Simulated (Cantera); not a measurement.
**Ti + CH4 (titanium nitride, carbide and oxide coatings)**

Feed: 1 mol Ti, 0.21 mol CH4, held at 1.00 bar.

Method: chemical equilibrium by Gibbs-energy minimisation in Cantera with the NASA 1993 tables (ideal gas, pure condensed phases). Candidate condensed phases: C, C6H6, C7H8, C8H18, Ti, TiC; 77 gas species. Mutual solubility and eutectic melting of coexisting phases are not modelled. TiC: taken at fixed stoichiometry. Condensed phases not in the tables: N, O or C dissolved in the metal. Rates play no part.

| T (°C) | x H2 | x H | x CH4 | n Ti(α) | n TiC(s) | n Ti(β) |
|---|---|---|---|---|---|---|
| 850 | 1.00 | 4.26e-8 | 3.12e-10 | 0.790 | 0.210 | 0 |
| 875 | 1.00 | 7.16e-8 | 3.89e-10 | 0.790 | 0.210 | 0 |
| 900 | 1.00 | 1.18e-7 | 4.83e-10 | 0 | 0.210 | 0.790 |
| 925 | 1.00 | 1.90e-7 | 5.96e-10 | 0 | 0.210 | 0.790 |
| 950 | 1.00 | 3.01e-7 | 7.29e-10 | 0 | 0.210 | 0.790 |
| 975 | 1.00 | 4.67e-7 | 8.84e-10 | 0 | 0.210 | 0.790 |
| 1000 | 1.000 | 7.13e-7 | 1.06e-9 | 0 | 0.210 | 0.790 |
| 1025 | 1.000 | 1.07e-6 | 1.27e-9 | 0 | 0.210 | 0.790 |
| 1050 | 1.000 | 1.59e-6 | 1.51e-9 | 0 | 0.210 | 0.790 |
| 1075 | 1.000 | 2.31e-6 | 1.78e-9 | 0 | 0.210 | 0.790 |
| 1100 | 1.000 | 3.33e-6 | 2.09e-9 | 0 | 0.210 | 0.790 |
x: gas mole fraction; n: condensed amount in mol.

From 850 °C to 875 °C the condensed part is Ti(α) + TiC(s). From 900 °C to 1100 °C the condensed part is Ti(β) + TiC(s).
